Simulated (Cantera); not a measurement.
## Thermodynamics of fluorocarbon and chlorocarbon gases, feed CH₃F + H₂

A closed system holds: 1 mol CH₃F, 1.1 mol H₂, equilibrated at 2500 Pa.

Method: chemical equilibrium by Gibbs-energy minimisation in Cantera with the NASA 1993 tables (ideal gas, pure condensed phases). Candidate condensed phases: C, C₆H₆, C₇H₈, C₈H₁₈; 95 gas species. The numbers say what is thermodynamically allowed, not how fast it happens.

| T (°C) | x H₂ | x HF | x H | x C₂H₂ (acetylene) | x CH₄ | x F | n C(graphite) |
|---|---|---|---|---|---|---|---|
| 675 | 0.675 | 0.323 | 2.72e-9 | 1.74e-10 | 0.00195 | <1e-12 | 0.994 |
| 825 | 0.677 | 0.323 | 1.29e-7 | 8.62e-9 | 0.000419 | <1e-12 | 0.999 |
| 975 | 0.677 | 0.323 | 2.43e-6 | 1.65e-7 | 0.000128 | 3.58e-12 | 1.000 |
| 1125 | 0.677 | 0.323 | 2.46e-5 | 1.66e-6 | 5.01e-5 | 1.46e-10 | 1.000 |
| 1275 | 0.677 | 0.323 | 0.000160 | 1.06e-5 | 2.35e-5 | 2.93e-9 | 1.000 |
| 1425 | 0.677 | 0.322 | 0.000752 | 4.88e-5 | 1.26e-5 | 3.48e-8 | 1.000 |
| 1575 | 0.675 | 0.322 | 0.00275 | 0.000174 | 7.50e-6 | 2.77e-7 | 0.999 |
| 1725 | 0.670 | 0.321 | 0.00830 | 0.000508 | 4.79e-6 | 1.62e-6 | 0.997 |
| 1875 | 0.658 | 0.319 | 0.0214 | 0.00126 | 3.19e-6 | 7.46e-6 | 0.992 |
| 2025 | 0.634 | 0.315 | 0.0482 | 0.00271 | 2.16e-6 | 2.82e-5 | 0.983 |
| 2175 | 0.591 | 0.307 | 0.0968 | 0.00511 | 1.43e-6 | 9.14e-5 | 0.966 |
x: gas mole fraction; n: condensed amount in mol.

From 675 °C to 2175 °C the condensed part is C(graphite). The main C-bearing gas is CH₄ at 675 °C and C₂H₂ (acetylene) at 2175 °C.
